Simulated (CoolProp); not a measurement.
Vapour pressure (kPa) of ethylene: the reference equation beside estimates from Tc = 9.2 °C, pc = 5042 kPa, ω = 0.087.

The numbers come from the reference Helmholtz-energy equation of state, Smukala 2000 in CoolProp.

```tsv
T (°C)	reference	Soave-Redlich-Kwong	Peng-Robinson
-101.35	116.6	115.5	118.1
-92.55	187.5	186.3	188.8
-83.85	286.1	285.1	286.9
-75.05	421.0	420.9	421.3
-66.25	598.4	600.1	598.1
-57.55	822.5	827.1	821.9
-48.75	1106	1115	1106
-40.05	1450	1465	1451
-31.25	1870	1892	1875
-22.45	2373	2402	2381
-13.75	2959	2995	2973
-4.95	3656	3693	3674
```

Absolute difference from the reference over all 12 rows, mean and median: Soave-Redlich-Kwong 0.8 and 0.9 %, Peng-Robinson 0.3 and 0.3 %.
